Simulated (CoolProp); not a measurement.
Saturation properties of cyclopentane (Tc = 238.6 °C, pc = 4.583 MPa, ω = 0.202).

Values from CoolProp's reference Helmholtz-energy equation of state, Gedanitz 2015.

```tsv
T (°C)	p (MPa)	liquid density (kg/m³)	liquid cp (kJ/(kg K))
-42.15	0.001194	803.6	1.538
-17.55	0.005693	781.1	1.624
6.95	0.01971	758.0	1.726
31.45	0.05425	734.0	1.843
55.95	0.1256	708.8	1.970
80.55	0.2558	682.0	2.107
105.05	0.4687	653.4	2.252
129.55	0.7932	622.2	2.410
154.05	1.260	587.6	2.591
178.55	1.905	547.7	2.829
203.15	2.776	497.7	3.266
227.65	3.933	417.5	5.478
```

It boils at 49.2 °C under 1 atm.
